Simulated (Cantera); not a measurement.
**Thermodynamics of carbon deposition, reforming and gasification, feed C2H2 + H2O + H2**

Feed: 1 mol C2H2, 0.99 mol H2O, 4 mol H2, at 1802 °C and 1000 Pa.

Cantera equilibrium calculation (NASA polynomials, part measured and part estimated; ideal gas, pure solids and liquids). Candidate condensed phases: C, C6H6, C7H8, C8H18, H2O; 110 gas species. The numbers say what is thermodynamically allowed, not how fast it happens.

| Quantity | Value |
|---|---|
| x(H2) | 0.835 |
| x(CO) | 0.140 |
| x(H) | 0.0243 |
| x(C2H2 (acetylene)) | 0.00104 |
| x(CH4) | 2.44e-6 |
| x(CH3) | 1.39e-6 |
| n(C(graphite)) | 0.995 mol |
| gas amount | 7.066 mol |
